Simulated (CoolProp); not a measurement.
Vapour-liquid equilibrium of CHF3 (R23) (1) + C2F6 (R116) (2) at 1.13 bar; x and y are mole fractions of (1).

Computed with CoolProp (multi-fluid Helmholtz-energy mixture model, Penoncello 2003 and Lemmon 2006; pair parameters Bell 2016).

Problem. Give the bubble temperature and the first vapour's composition at x = 0.05, 0.75, 0.85. Is there an azeotrope?

Solution. x = 0.05: 193.6 K, y = 0.203; x = 0.75: 187.7 K, y = 0.621; x = 0.85: 188.5 K, y = 0.687. y crosses x between x = 0.55 and 0.65: the model has an azeotrope there.

The pair parameters rest on a limited set of measurements; away from them the model extrapolates.
